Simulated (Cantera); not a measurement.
Metals in furnace atmospheres: Al + O2 + H2

Charge: 1 mol Al, 0.34 mol O2, 250 mol H2, equilibrated at 1373 K.

Equilibrium computed with Cantera from the NASA thermochemical tables; the gas is ideal and each condensed phase is pure. Candidate condensed phases: Al, Al2O3, H2O; 19 gas species. Mutual solubility and eutectic melting of coexisting phases are not modelled. The numbers say what is thermodynamically allowed, not how fast it happens.

```tsv
P (Pa)	x H2	x Al	x Al2O	x H	x AlH	x AlOH	x Al2	n Al2O3(s)	n Al(l)
10	0.998	0.00167	0.000357	0.000333	3.46e-5	1.02e-7	9.83e-9	0.197	0
48	0.998	0.00145	0.000499	0.000152	6.58e-5	7.51e-8	3.56e-8	0.185	0
230	0.999	0.000582	0.000249	6.94e-5	5.78e-5	4.27e-8	2.74e-8	0.206	0.304
1100	1.000	0.000122	5.20e-5	3.17e-5	2.64e-5	1.95e-8	5.73e-9	0.222	0.492
5500	1.000	2.43e-5	1.04e-5	1.42e-5	1.18e-5	8.73e-9	1.15e-9	0.226	0.534
26000	1.000	5.15e-6	2.20e-6	6.53e-6	5.44e-6	4.02e-9	2.43e-10	0.226	0.543
130000	1.000	1.03e-6	4.40e-7	2.92e-6	2.43e-6	1.80e-9	4.85e-11	0.227	0.546
620000	1.000	2.16e-7	9.23e-8	1.34e-6	1.11e-6	8.22e-10	1.02e-11	0.227	0.546
3000000	1.000	4.46e-8	1.91e-8	6.08e-7	5.06e-7	3.74e-10	2.10e-12	0.227	0.547
```
x: gas mole fraction; n: condensed amount in mol.

From 10.0 Pa to 48.0 Pa the condensed part is Al2O3(s). From 230 Pa to 3000000 Pa the condensed part is Al(l) + Al2O3(s). The main Al-bearing gas is Al at 10.0 Pa and AlH at 3000000 Pa.
